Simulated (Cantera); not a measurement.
Cantera run, input and output.

```python
import numpy as np
import cantera as ct

gas = ct.Solution("h2o2.yaml")
gas.TPX = 798, 14000, {'H2': 1.3, 'O2': 1, 'N2': 0.81}
reactor = ct.IdealGasConstPressureReactor(gas, energy="off", clone=False)
net = ct.ReactorNet([reactor])
net.rtol, net.atol = 1e-08, 1e-18
show = ['H2', 'O2', 'H2O', 'H2O2', 'O', 'HO2', 'H']
times = np.geomspace(5e-06, 10, 12)

steps = ct.SolutionArray(gas, extra=["t"])
rows = []
print(f"{'t/s':>10s}{'T/K':>9s}{'P/Pa':>11s}" + "".join(f"{s:>11s}" for s in show))
for t in times:
    while net.time < t:
        t_next = net.step()
        steps.append(gas.state, t=t_next)
    rows.append([np.interp(t, steps.t, y) for y in (steps.T, steps.P, *steps(*show).X.T)])
    print(f"{t:10.3e}{rows[-1][0]:9.1f}{rows[-1][1]:11.4g}" + "".join(f"{x:11.3e}" for x in rows[-1][2:]))
rate = np.gradient(steps.T, steps.t)
print("integrator steps:", len(steps.t))
if steps.T.max() > steps.T[0] + 200:
    print(f"time of steepest temperature rise: {steps.t[rate.argmax()]:.4e} s")
gas.TPX = 798, 14000, {'H2': 1.3, 'O2': 1, 'N2': 0.81}
gas.equilibrate("TP")
print(f"equilibrium (TP): T = {gas.T:.1f} K  " + "  ".join(f"{s} {gas[s].X[0]:.3e}" for s in show))
```

It prints:

```
       t/s      T/K       P/Pa         H2         O2        H2O       H2O2          O        HO2          H
 5.000e-06    798.0    1.4e+04  4.180e-01  3.215e-01  3.933e-16  3.601e-19  6.645e-16  6.780e-14  6.418e-14
 1.870e-05    798.0    1.4e+04  4.180e-01  3.215e-01  9.572e-15  5.210e-18  7.320e-15  2.696e-13  2.272e-13
 6.992e-05    798.0    1.4e+04  4.180e-01  3.215e-01  1.819e-13  8.320e-17  5.305e-14  1.211e-12  7.675e-13
 2.615e-04    798.0    1.4e+04  4.180e-01  3.215e-01  2.762e-12  1.634e-15  2.228e-13  6.981e-12  2.475e-12
 9.778e-04    798.0    1.4e+04  4.180e-01  3.215e-01  3.157e-11  4.169e-14  6.060e-13  5.050e-11  6.319e-12
 3.657e-03    798.0    1.4e+04  4.180e-01  3.215e-01  2.292e-10  1.046e-12  9.072e-13  3.157e-10  9.349e-12
 1.367e-02    798.0    1.4e+04  4.180e-01  3.215e-01  1.131e-09  1.981e-11  1.082e-12  1.480e-09  1.114e-11
 5.113e-02    798.0    1.4e+04  4.180e-01  3.215e-01  6.093e-09  3.549e-10  1.920e-12  7.421e-09  1.977e-11
 1.912e-01    798.0    1.4e+04  4.180e-01  3.215e-01  8.028e-08  1.102e-08  1.289e-11  8.446e-08  1.328e-10
 7.151e-01    798.0    1.4e+04  4.180e-01  3.215e-01  2.927e-05  1.119e-05  1.788e-09  7.352e-06  1.838e-08
 2.674e+00    798.0    1.4e+04  3.504e-01  2.925e-01  8.538e-02  9.185e-05  3.267e-10  4.078e-06  3.108e-09
 1.000e+01    798.0    1.4e+04  3.497e-01  2.921e-01  8.609e-02  2.855e-04  8.750e-10  6.851e-06  8.358e-09
integrator steps: 1558
equilibrium (TP): T = 798.0 K  H2 1.780e-13  O2 1.423e-01  H2O 5.285e-01  H2O2 8.313e-12  O 7.366e-14  HO2 1.709e-11  H 3.025e-18
```

Computed with Cantera and the H2/O2 subset of GRI-Mech 3.0, which has no nitrogen chemistry. Radical loss at walls, strong at low pressure, is not modelled. Below about 950 K walls govern HO2 and H2O2 in real vessels. The temperature is held fixed by assumption; the heat of reaction is taken as removed at once.
